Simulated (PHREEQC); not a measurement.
**Polishing slurry liquid (model solution)**

Solution (55 °C and 50 atm): 0.12 mol KOH and 0.054 mol Al(NO3)3 per kg of water. Closed to the air; pH follows from the charge balance.

Equilibrium calculation in PHREEQC: ion-association model, phreeqc.dat.

```json
{
  "pH": "5.37",
  "ionic_strength": "0.177 mol/kgw",
  "activity_of_water": "0.994",
  "total_alkalinity": "120 meq/kg"
}
```

```
species   molality  activity   log γ
--------  --------  --------  ------
NO3-         0.162     0.112  -0.159
K+           0.120    0.0851  -0.149
Al(OH)2+    0.0355    0.0264  -0.129
Al(OH)4-   0.00679   0.00493  -0.139
Al(OH)3    0.00548   0.00571   0.018
AlOH+2     0.00532   0.00162  -0.516
Al+3      0.000874  0.000110  -0.901
H+         5.32e-6   4.22e-6  -0.100
OH-        2.54e-8   1.79e-8  -0.152
```

Precipitation was switched off in this run. The solution is supersaturated, for example in Gibbsite (slow to form), so a real one may precipitate; this is no full list. Under pressure, the constants of complexes without a molar volume in the database are unreliable. At this temperature some constants are extrapolated from 25 °C, and those without enthalpy data are left unchanged.
